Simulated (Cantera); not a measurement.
Input (Python, Cantera):

```python
import numpy as np
import cantera as ct

gas = ct.Solution("gri30.yaml")
gas.TPX = 350, 26000, {'C3H8': 1, 'O2': 5.21, 'N2': 19.6}
flame = ct.FreeFlame(gas, width=0.1)
flame.set_refine_criteria(ratio=3, slope=0.08, curve=0.16)
flame.transport_model = "mixture-averaged"
flame.solve(loglevel=0, auto=True)
z, T = flame.grid, flame.T
thick = (T[-1] - T[0]) / np.gradient(T, z).max()
show = ['C3H8', 'O2', 'CH2O', 'H', 'HCN', 'H2']
print(f"laminar burning velocity  {flame.velocity[0] * 100:.3f} cm/s")
print(f"burnt temperature         {T[-1]:.1f} K")
print(f"thermal thickness         {thick * 1e3:.4f} mm")
print(f"grid points               {len(z)}")
z0 = z[flame.heat_release_rate.argmax()]
print(f"{'z/mm':>9s}{'T/K':>9s}{'u/(m/s)':>9s}" + "".join(f"{s:>11s}" for s in show))
rows = []
for k in (-3, -2, -1.5, -1, -0.5, -0.25, 0, 0.25, 0.5, 1, 2, 4, 8):
    zz = z0 + k * thick
    rows.append([k * thick, np.interp(zz, z, T), np.interp(zz, z, flame.velocity),
                 *(np.interp(zz, z, flame.X[gas.species_index(s)]) for s in show)])
    print(f"{rows[-1][0] * 1e3:9.3f}{rows[-1][1]:9.1f}{rows[-1][2]:9.3f}" + "".join(f"{x:11.3e}" for x in rows[-1][3:]))
```

Result:

```
laminar burning velocity  78.213 cm/s
burnt temperature         2240.0 K
thermal thickness         1.0596 mm
grid points               156
     z/mm      T/K  u/(m/s)       C3H8         O2       CH2O          H        HCN         H2
   -3.179    350.0    0.782  3.873e-02  2.018e-01  1.201e-08  9.084e-17  1.292e-12  4.514e-04
   -2.119    350.4    0.784  3.869e-02  2.015e-01  3.330e-07  6.569e-14  3.800e-11  1.676e-03
   -1.589    352.5    0.790  3.862e-02  2.010e-01  3.260e-06  1.115e-11  3.837e-10  3.547e-03
   -1.060    380.6    0.858  3.833e-02  1.980e-01  6.963e-05  5.454e-08  9.226e-09  8.178e-03
   -0.530    717.3    1.659  3.130e-02  1.686e-01  9.402e-04  8.605e-05  2.536e-07  1.742e-02
   -0.265   1148.5    2.741  1.301e-02  1.261e-01  1.460e-03  9.114e-04  8.052e-07  2.214e-02
    0.000   1559.7    3.811  6.139e-04  7.811e-02  8.108e-04  4.339e-03  1.737e-06  2.224e-02
    0.265   1728.5    4.239  1.304e-06  5.008e-02  1.072e-04  8.720e-03  1.740e-06  1.693e-02
    0.530   1768.8    4.325  4.440e-10  3.869e-02  6.455e-06  1.148e-02  8.625e-07  1.350e-02
    1.060   1803.6    4.384  4.755e-16  3.167e-02  1.950e-08  1.331e-02  1.365e-07  1.263e-02
    2.119   1846.5    4.464  2.073e-23  2.831e-02  3.451e-11  1.296e-02  4.677e-09  1.288e-02
    4.238   1902.4    4.580  2.455e-30  2.632e-02  2.742e-11  1.068e-02  2.803e-11  1.214e-02
    8.477   1973.9    4.729  1.074e-41  2.414e-02  2.316e-11  7.650e-03  5.972e-13  1.062e-02
```

Cantera simulation using GRI-Mech 3.0 (53 species, 325 reactions); the numbers are that mechanism's predictions, not measurements. GRI-Mech 3.0 was tuned for natural gas; its chemistry of propane as a main component is partial and can be far from experiment. Burning velocities carry a grid error of a few per cent, more on coarse grids.
